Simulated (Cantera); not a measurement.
Cantera run, input and output.

```python
import numpy as np
import cantera as ct

gas = ct.Solution("gri30.yaml")
gas.TPX = 1825, 2666, {'CH4': 0.027, 'H2': 1}
reactor = ct.IdealGasConstPressureReactor(gas, energy="off", clone=False)
net = ct.ReactorNet([reactor])
net.rtol, net.atol = 1e-08, 1e-18
show = ['CH4', 'H2', 'C2H2', 'H', 'C2H4']
times = np.geomspace(0.0002, 30, 14)

steps = ct.SolutionArray(gas, extra=["t"])
rows = []
print(f"{'t/s':>10s}{'T/K':>9s}{'P/Pa':>11s}" + "".join(f"{s:>11s}" for s in show))
for t in times:
    while net.time < t:
        t_next = net.step()
        steps.append(gas.state, t=t_next)
    rows.append([np.interp(t, steps.t, y) for y in (steps.T, steps.P, *steps(*show).X.T)])
    print(f"{t:10.3e}{rows[-1][0]:9.1f}{rows[-1][1]:11.4g}" + "".join(f"{x:11.3e}" for x in rows[-1][2:]))
rate = np.gradient(steps.T, steps.t)
print("integrator steps:", len(steps.t))
if steps.T.max() > steps.T[0] + 200:
    print(f"time of steepest temperature rise: {steps.t[rate.argmax()]:.4e} s")
gas.TPX = 1825, 2666, {'CH4': 0.027, 'H2': 1}
gas.equilibrate("TP")
print(f"equilibrium (TP): T = {gas.T:.1f} K  " + "  ".join(f"{s} {gas[s].X[0]:.3e}" for s in show))
```

It prints:

```
       t/s      T/K       P/Pa        CH4         H2       C2H2          H       C2H4
 2.000e-04   1825.0       2666  2.628e-02  9.737e-01  6.991e-12  2.129e-05  9.774e-10
 5.003e-04   1825.0       2666  2.626e-02  9.737e-01  3.052e-10  5.368e-05  1.540e-08
 1.251e-03   1825.0       2666  2.621e-02  9.736e-01  1.425e-08  1.346e-04  2.327e-07
 3.130e-03   1825.0       2666  2.609e-02  9.734e-01  7.218e-07  3.357e-04  3.110e-06
 7.828e-03   1825.0       2666  2.572e-02  9.730e-01  3.087e-05  8.167e-04  2.544e-05
 1.958e-02   1825.0       2666  2.415e-02  9.727e-01  5.542e-04  1.662e-03  6.596e-05
 4.898e-02   1825.0       2666  1.930e-02  9.747e-01  2.912e-03  2.132e-03  5.666e-05
 1.225e-01   1825.0       2666  1.214e-02  9.784e-01  6.572e-03  2.282e-03  2.684e-05
 3.064e-01   1825.0       2666  5.904e-03  9.816e-01  9.758e-03  2.450e-03  1.106e-05
 7.664e-01   1825.0       2666  2.410e-03  9.833e-01  1.155e-02  2.588e-03  7.026e-06
 1.917e+00   1825.0       2666  9.333e-04  9.840e-01  1.230e-02  2.662e-03  6.496e-06
 4.795e+00   1825.0       2666  3.760e-04  9.843e-01  1.259e-02  2.688e-03  6.497e-06
 1.199e+01   1825.0       2666  1.845e-04  9.844e-01  1.269e-02  2.694e-03  6.525e-06
 3.000e+01   1825.0       2666  1.428e-04  9.844e-01  1.271e-02  2.695e-03  6.533e-06
integrator steps: 989
equilibrium (TP): T = 1825.0 K  CH4 1.411e-04  H2 9.844e-01  C2H2 1.271e-02  H 2.695e-03  C2H4 6.533e-06
```

Computed with Cantera and GRI-Mech 3.0 (53 species, 325 reactions). GRI-Mech 3.0 stops at C3 and has no aromatics, soot or wall deposition, so with more carbon than oxygen in the feed, carbon stays in small species such as C2H2 where larger ones or solid carbon would form. Radical loss at walls, strong at low pressure, is not modelled.
